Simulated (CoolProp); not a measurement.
Saturated liquid density (kg/m³) of R1123: the reference equation beside estimates from Tc = 58.6 °C, pc = 4.549 MPa, ω = 0.243. Rackett uses Z = 0.29056 − 0.08775 ω.

The numbers come from the reference Helmholtz-energy equation of state, Akasaka 2020 in CoolProp.

| T (°C) | reference | Rackett | van der Waals | Redlich-Kwong |
|---|---|---|---|---|
| -9.45 | 1163 | 1157 | 701.4 | 992.8 |
| -5.95 | 1149 | 1143 | 692.6 | 976.8 |
| -2.45 | 1134 | 1128 | 683.4 | 960.3 |
| 1.15 | 1118 | 1113 | 673.7 | 942.8 |
| 4.65 | 1102 | 1097 | 664.0 | 925.3 |
| 8.15 | 1086 | 1081 | 653.9 | 907.1 |
| 11.65 | 1069 | 1064 | 643.4 | 888.3 |
| 15.15 | 1052 | 1047 | 632.6 | 868.7 |
| 18.65 | 1033 | 1029 | 621.2 | 848.4 |
| 22.15 | 1014 | 1010 | 609.4 | 827.2 |
| 25.65 | 993.8 | 989.9 | 597.0 | 805.0 |
| 29.15 | 972.5 | 968.9 | 583.8 | 781.6 |
| 32.75 | 949.1 | 945.9 | 569.5 | 756.2 |
| 36.25 | 924.6 | 921.9 | 554.6 | 729.8 |

Absolute difference from the reference over all 14 rows, mean and median: Rackett 0.4 and 0.5 %, van der Waals 39.8 and 39.8 %, Redlich-Kwong 17.4 and 17.2 %.
